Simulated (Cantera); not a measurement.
Input: 1 mol Si(CH3)4, 0.96 mol C2H4, 84 mol H2, held at 975 K and 12.0 Torr.

Cantera equilibrium calculation (NASA polynomials, part measured and part estimated; ideal gas, pure solids and liquids). Candidate condensed phases: C, C6H6, C7H8, C8H18, Si, SiC; 87 gas species. Rates play no part.

Base state: H2 0.998, CH4 0.00200 (mole fractions); condensed: C(graphite) + SiC(s).

Question: What changes in the equilibrium state with this change: temperature from 975 K to 1898 K?

Answer: 
```csv
species,before,after
H2,0.998,0.993
H,9.03e-9,0.00616
C2H2 (acetylene),<1e-9,0.000374
CH4,0.00200,8.93e-6
Si,<1e-9,2.83e-5
"C(graphite), mol",4.74,4.85
"SiC(s), mol",1.00,0.997
```

Question: What changes in the equilibrium state with this change: pressure from 12.0 Torr to 2.85 Torr?

Answer: 
```json
[
 {"species": "H2", "before": "0.998", "after": "1.000"},
 {"species": "CH4", "before": "0.00200", "after": "0.000477"},
 {"species": "C(graphite), mol", "before": "4.74", "after": "4.88"},
 {"species": "SiC(s), mol", "before": "1.00", "after": "1.00"}
]
```

Question: What changes in the equilibrium state with this change: temperature from 975 K to 1575 K?

Answer: 
```json
[
 {"species": "H2", "before": "0.998", "after": "1.000"},
 {"species": "H", "before": "9.03e-9", "after": "0.000328"},
 {"species": "CH4", "before": "0.00200", "after": "2.91e-5"},
 {"species": "C2H2 (acetylene)", "before": "<1e-9", "after": "2.11e-5"},
 {"species": "C(graphite), mol", "before": "4.74", "after": "4.91"},
 {"species": "SiC(s), mol", "before": "1.00", "after": "1.000"}
]
```
